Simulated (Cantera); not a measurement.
Feed: 1 mol Fe(CO)5, 4.8 mol CO, 0.18 mol H2, at 0.100 bar.

Cantera equilibrium calculation (NASA polynomials, part measured and part estimated; ideal gas, pure solids and liquids). Candidate condensed phases: C, C6H6, C7H8, C8H18, Fe, Fe(CO)5, FeO, Fe(OH)2, Fe(OH)3, Fe2O3, Fe3O4, H2O; 114 gas species. Iron dissolves carbon and melts from about 1420 K in contact with it, which pure phases cannot show. Condensed phases not in the tables: cementite and carbon dissolved in iron. Rates play no part.

log p: log10 of the partial pressure in bar; n: condensed amount in mol.

```tsv
T (K)	log p CO	log p H2	log p CO2	log p H2O	log p H	log p Fe	log p C2H2 (acetylene)	n C(graphite)	n Fe(γ)
1248	-1.01	-2.74	-4.02	-5.57	-7.70	-9.63	-9.36	0.00974	1.00
1298	-1.01	-2.74	-4.29	-5.78	-7.34	-8.99	-9.00	0.00525	1.00
1348	-1.01	-2.74	-4.54	-5.99	-7.01	-8.39	-8.66	0.00297	1.00
1398	-1.01	-2.74	-4.77	-6.17	-6.70	-7.84	-8.35	0.00175	1.000
1448	-1.01	-2.74	-4.99	-6.35	-6.41	-7.32	-8.07	0.00107	1.000
1498	-1.01	-2.74	[?]	[?]	[?]	[?]	[?]	0	1.000
1548	-1.01	-2.74	[?]	[?]	[?]	[?]	[?]	0	1.000
1598	-1.01	-2.74	-5.55	-6.81	-5.65	-5.98	-7.31	0	1.000
```

Q: Complete the blanks.

A: 
- 1498, log p CO2: -5.19
- 1498, log p H2O: -6.51
- 1498, log p H: -6.14
- 1498, log p Fe: -6.84
- 1498, log p C2H2 (acetylene): -7.80
- 1548, log p CO2: -5.37
- 1548, log p H2O: -6.66
- 1548, log p H: -5.88
- 1548, log p Fe: -6.39
- 1548, log p C2H2 (acetylene): -7.55
